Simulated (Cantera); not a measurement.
Thermodynamics of oxide etching and cleaning by halides, feed Al2O3 + Cl2 + H2

Feed: 1 mol Al2O3, a varied amount of Cl2, 48 mol H2, at 1477 °C and 0.130 bar.

These are equilibrium values from Cantera (NASA tables, ideal gas, pure condensed phases), not measurements of a reactor. Candidate condensed phases: Al, AlCl3, Al2O3, H2O; 29 gas species. The tables' values for AlCl2 are old estimates; treat these amounts as uncertain. Rates play no part.

From 4 mol Cl2 to 32 mol Cl2 the condensed part is Al2O3(s). The main Al-bearing gas is AlCl3 throughout. The share of Al in condensed phases is highest at 4 mol Cl2 (98.0 %) and lowest at 32 mol Cl2 (82.5 %).

| n(Cl2) (mol) | log p H2 | log p HCl | log p H2O | log p AlCl3 | n Al2O3(s) |
|---|---|---|---|---|---|
| 4 | -0.96 | -1.70 | -3.83 | -4.27 | 0.980 |
| 5.6 | -0.99 | -1.57 | -3.70 | -4.06 | 0.973 |
| 8 | -1.03 | -1.44 | -3.57 | -3.85 | 0.961 |
| 11 | -1.09 | -1.32 | -3.44 | -3.69 | 0.945 |
| 16 | -1.19 | -1.19 | -3.30 | -3.52 | 0.918 |
| 23 | -1.34 | -1.08 | -3.17 | -3.38 | 0.878 |
| 32 | -1.58 | -0.99 | -3.07 | -3.26 | 0.825 |
log p: log10 of the partial pressure in bar; n: condensed amount in mol.
